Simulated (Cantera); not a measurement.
A perfectly stirred reactor is fed with NO : N₂ = 1 : 0.1 (molar parts), at 0.230 bar; it is held at 1675 K, and followed from long to short residence time.

Cantera simulation using GRI-Mech 3.0 (53 species, 325 reactions); the numbers are that mechanism's predictions, not measurements.

### Question
What does this change do: pressure from 0.230 bar to 0.0267 bar?

### Answer
```json
[
 {"quantity": "x(NO) at τ = 9.00 s", "before": "0.739", "after": "0.880"},
 {"quantity": "x(NO₂) at τ = 9.00 s", "before": "0.000749", "after": "0.000123"},
 {"quantity": "x(O) at τ = 9.00 s", "before": "2.22e-5", "after": "3.80e-5"},
 {"quantity": "x(N₂) at τ = 9.00 s", "before": "0.175", "after": "0.105"},
 {"quantity": "x(N₂O) at τ = 9.00 s", "before": "0.000192", "after": "0.000253"},
 {"quantity": "x(NO) at τ = 60.0 ms", "before": "0.907", "after": "0.909"},
 {"quantity": "x(NO₂) at τ = 60.0 ms", "before": "0.000219", "after": "3.51e-5"},
 {"quantity": "x(O) at τ = 60.0 ms", "before": "6.70e-6", "after": "1.76e-5"},
 {"quantity": "x(N₂) at τ = 60.0 ms", "before": "0.0915", "after": "0.0909"},
 {"quantity": "x(N₂O) at τ = 60.0 ms", "before": "0.000219", "after": "6.98e-5"}
]
```
Radical loss at walls, strong at low pressure, is not modelled.

### Question
What does this change do: temperature 1675 to 1975 K?

### Answer
| quantity | before | after |
|---|---|---|
| x(NO) at τ = 9.00 s | 0.739 | 0.192 |
| x(NO₂) at τ = 9.00 s | 0.000749 | 0.000215 |
| x(O) at τ = 9.00 s | 2.22e-5 | 0.000697 |
| x(N₂) at τ = 9.00 s | 0.175 | 0.449 |
| x(N₂O) at τ = 9.00 s | 0.000192 | 1.28e-5 |
| x(NO) at τ = 60.0 ms | 0.907 | 0.882 |
| x(NO₂) at τ = 60.0 ms | 0.000219 | 0.000245 |
| x(O) at τ = 60.0 ms | 6.70e-6 | 0.000208 |
| x(N₂) at τ = 60.0 ms | 0.0915 | 0.104 |
| x(N₂O) at τ = 60.0 ms | 0.000219 | 0.000319 |
